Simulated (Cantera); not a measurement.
An adiabatic, constant-volume homogeneous reactor starts with CH4 : O2 : N2 : H2O = 1 : 1.33 : 14.7 : 1.1 (molar parts), at 1523 K and 5.00 bar. Integrator tolerance rtol = 1e-08.

Cantera simulation using GRI-Mech 3.0 (53 species, 325 reactions); the numbers are that mechanism's predictions, not measurements.

```tsv
quantity	before	after
time of steepest temperature rise	0.996 ms	69.1 µs
temperature at 1.00 s	2332 K	2568 K
equilibrium temperature	2332 K	2568 K
x(CH4) at 1.00 s	5.97e-12 (gas-phase equilibrium 6.77e-12)	1.85e-12 (gas-phase equilibrium 2.11e-12)
x(O2) at 1.00 s	8.84e-6 (gas-phase equilibrium 8.84e-6)	0.000105 (gas-phase equilibrium 0.000105)
x(H2O) at 1.00 s	0.126 (gas-phase equilibrium 0.126)	0.125 (gas-phase equilibrium 0.125)
x(HO2) at 1.00 s	8.83e-9 (gas-phase equilibrium 8.83e-9)	1.05e-7 (gas-phase equilibrium 1.05e-7)
x(NO2) at 1.00 s	2.13e-9 (gas-phase equilibrium 2.13e-9)	2.91e-8 (gas-phase equilibrium 2.91e-8)
```

Problem. What was changed between the two runs?
A) H2O 1.1 to 1.6 parts
B) initial temperature 1523 to 1800 K
C) initial temperature 1523 to 1550 K
D) initial temperature 1523 to 1075 K

Solution. B, initial temperature 1523 to 1800 K
